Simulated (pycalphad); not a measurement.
An equivalent pycalphad script:

```python
from pycalphad import Database, equilibrium, calculate, variables as v
import numpy as np
db = Database('COST507.tdb')
comps = ['AL', 'SI', 'VA']
phases = ['DIAMOND_A4', 'FCC_A1', 'LIQUID']
eq = equilibrium(db, comps, phases, {v.X('SI'): 0.3111, v.T: np.arange(1850, 499, -50), v.P: 101325, v.N: 1}, output=['HM', 'SM'])
```

CALPHAD calculation (pycalphad, COST 507 light-alloy database (1999)), 1 atm. The data set is of 1999 and partly superseded. Phase fractions are per mole of atoms.

Results at three of the temperatures:

```
T = 1550.00 K, P = 101325 Pa, N = 1 mol of atoms
G = -88366 J/mol, H = 56372 J/mol, S = 93.38 J/(mol K)  (SER reference)
chemical potentials (J/mol): Al -93342, Si -77347
phase             fraction      x(Al)      x(Si)
LIQUID              1.0000     0.6889     0.3111
```

```
T = 1200.00 K, P = 101325 Pa, N = 1 mol of atoms
G = -56986 J/mol, H = 45744 J/mol, S = 85.61 J/(mol K)  (SER reference)
chemical potentials (J/mol): Al -63018, Si -43628
phase             fraction      x(Al)      x(Si)
LIQUID              1.0000     0.6889     0.3111
```

```
T = 550.00 K, P = 101325 Pa, N = 1 mol of atoms
G = -15998 J/mol, H = 6277 J/mol, S = 40.50 J/(mol K)  (SER reference)
chemical potentials (J/mol): Al -17723, Si -12177
phase             fraction      x(Al)      x(Si)
FCC_A1              0.6892     0.9996   0.000374
DIAMOND_A4          0.3108   1.45e-10     1.0000
```

Changes of the phase set, refined by bisection:

```tsv
T (°C)	phases above	phases below
845.8	liquid	diamond (Si) + liquid
577.0	diamond (Si) + liquid	diamond (Si) + fcc
```

FCC_A1 is fcc; DIAMOND_A4 is diamond (Si).
